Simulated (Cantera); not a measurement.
Feed: 1 mol CH₃Cl, 0.17 mol HCl, held at 3002 °C and 53.0 Pa.

Cantera equilibrium calculation (NASA polynomials, part measured and part estimated; ideal gas, pure solids and liquids). Candidate condensed phases: C, C₆H₆, C₇H₈, C₈H₁₈; 91 gas species. Equilibrium is a limit: real reactors are often held back by kinetics, nucleation or transport.

Base state: H 0.616, Cl 0.228, C 0.125, C₃ 0.0146, C₂ 0.0131, H₂ 0.00171, HCl 0.000946, C₂H 0.000279 (mole fractions); condensed: gas only.

**Question.** What changes in the equilibrium state with this change: CH₃Cl replaced by c-C₄F₈?

**Answer.** 
| species | before | after |
|---|---|---|
| F | 0 | 0.707 |
| C | 0.125 | 0.174 |
| C₃ | 0.0146 | 0.0394 |
| H | 0.616 | 0.0117 |
| Cl | 0.228 | 0.0156 |
| CF | 0 | 0.0229 |
| C₂ | 0.0131 | 0.0254 |
| HF | 0 | 0.00383 |
| CF₂ | 0 | 7.67e-5 |
| H₂ | 0.00171 | 6.22e-7 |
| HCl | 0.000946 | 1.23e-6 |
| CH | 3.54e-5 | 9.40e-7 |
The feed counts by its element totals alone.

**Question.** What changes in the equilibrium state with this change: temperature from 3002 °C to 850 °C?

**Answer.** 
| species | before | after |
|---|---|---|
| HCl | 0.000946 | 0.539 |
| H₂ | 0.00171 | 0.461 |
| Cl | 0.228 | 1.31e-6 |
| H | 0.616 | 1.26e-6 |
| C | 0.125 | <1e-9 |
| C₃ | 0.0146 | <1e-9 |
| C₂ | 0.0131 | <1e-9 |
| C₂H | 0.000279 | <1e-9 |
| CH | 3.54e-5 | <1e-9 |
| C₄ | 1.21e-5 | <1e-9 |
| C(graphite), mol | 0 | 1.000 |
